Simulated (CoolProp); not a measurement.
Properties of fluorine at several states (Tc = 144.4 K, pc = 52.40 bar, ω = 0.045).

Computed with CoolProp (reference Helmholtz-energy equation of state, de Reuck 1990).

```json
[
 {"T (K)": "88.6", "p (bar)": "34.7", "phase": "liquid", "density (kg/m³)": "1486", "speed of sound (m/s)": "___", "Joule-Thomson coefficient (K/MPa)": "___", "expansivity (1/kK)": "___"},
 {"T (K)": "118.4", "p (bar)": "24.7", "phase": "liquid", "density (kg/m³)": "___", "speed of sound (m/s)": "___", "Joule-Thomson coefficient (K/MPa)": "0.01051", "expansivity (1/kK)": "8.641"},
 {"T (K)": "150.3", "p (bar)": "0.413", "phase": "gas", "density (kg/m³)": "1.259", "speed of sound (m/s)": "214.1", "Joule-Thomson coefficient (K/MPa)": "7.416", "expansivity (1/kK)": "6.701"},
 {"T (K)": "105.3", "p (bar)": "143", "phase": "liquid", "density (kg/m³)": "___", "speed of sound (m/s)": "___", "Joule-Thomson coefficient (K/MPa)": "___", "expansivity (1/kK)": "4.958"}
]
```

### Question
Fill in the missing entries.

### Answer

- 88.6, speed of sound (m/s): 807.7
- 88.6, Joule-Thomson coefficient (K/MPa): -0.2606
- 88.6, expansivity (1/kK): 4.701
- 118.4, density (kg/m³): 1233
- 118.4, speed of sound (m/s): 535.3
- 105.3, density (kg/m³): 1404
- 105.3, speed of sound (m/s): 741.9
- 105.3, Joule-Thomson coefficient (K/MPa): -0.2267
